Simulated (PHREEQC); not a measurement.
A solution holds 0.0058 mol/kgw NaF and 0.00052 mol/kgw NaCl, at 77 °C. Closed to the air; pH follows from the charge balance.

Model: ion-association model, wateq4f.dat, run in PHREEQC.

Each row changes one thing in this solution. Precipitation was switched off in this run.

| case | pH | ionic strength (mol/kgw) | NaF (mol/kgw) | HF (mol/kgw) | HF2- (mol/kgw) | SI of Halite (NaCl) |
|---|---|---|---|---|---|---|
| as made | 7.00 | 0.00630 | 1.74e-5 | 2.19e-6 | 5.47e-8 | -7.25 |
| NaCl from 0.00052 to 0.0052 mol/kgw | 6.99 | (withheld) | 2.86e-5 | 2.18e-6 | (withheld) | -6.03 |
| NaF replaced by (CH3)4NF at the same molality | 7.00 | 0.00632 | 1.43e-6 | 2.19e-6 | 5.49e-8 | -8.33 |
| diluted 100-fold with water | 6.38 | (withheld) | 2.06e-9 | 9.93e-8 | 2.48e-11 | -11.17 |
| NaCl from 0.00052 to 0.00026 mol/kgw | 7.00 | 0.00604 | 1.67e-5 | 2.19e-6 | 5.47e-8 | -7.57 |
| 0.0016 mol/kgw HBr added | 4.04 | 0.00641 | (withheld) | 0.00147 | 2.71e-5 | -7.25 |
| 0.0016 mol/kgw HBF4 added | 3.66 | 0.00654 | 1.52e-5 | 0.00417 | 9.17e-5 | -7.25 |
| diluted 10-fold with water | 6.59 | 0.000632 | 1.98e-7 | 5.98e-7 | 1.50e-9 | -9.19 |

What belongs in the gaps?


- NaCl from 0.00052 to 0.0052 mol/kgw, ionic strength (mol/kgw): 0.0110
- NaCl from 0.00052 to 0.0052 mol/kgw, HF2- (mol/kgw): 5.45e-8
- diluted 100-fold with water, ionic strength (mol/kgw): 6.36e-5
- 0.0016 mol/kgw HBr added, NaF (mol/kgw): 1.28e-5

Complexes and solids missing from the database can't appear. (CH3)4N+ isn't in the database: it is added as a free cation with an ion size of 4 Å. Away from 25 °C the constants follow the database's enthalpies or fits; those with neither stay at their 25 °C values.
